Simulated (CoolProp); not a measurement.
Computed with CoolProp (reference Helmholtz-energy equation of state, Fiedler 2023).

Q: For tetrahydrofuran, give the phase and the cv (kJ/(kg K)), fugacity coefficient at 451.9 K and 10600 kPa.

A: 
- 451.9 K and 10600 kPa: liquid; cv 1.74, fugacity coefficient 0.146
